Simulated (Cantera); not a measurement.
Charge: 1 mol PbO, 0.29 mol O2, 58 mol N2, at 1000 K and 1 atm.

Equilibrium computed with Cantera from the NASA thermochemical tables; the gas is ideal and each condensed phase is pure. Candidate condensed phases: Pb, PbO, PbO2, Pb3O4; 12 gas species. Rates play no part.

Base state: N2 0.995, O2 0.00497 (mole fractions); condensed: PbO(yellow).

### Question
What changes in the equilibrium state with this change: PbO replaced by Hg?

### Answer
```csv
species,before,after
N2,0.995,0.978
Hg,0,0.0169
O2,0.00497,0.00489
"PbO(yellow), mol",1.000,0
```
Further candidate phases: Hg, HgO.
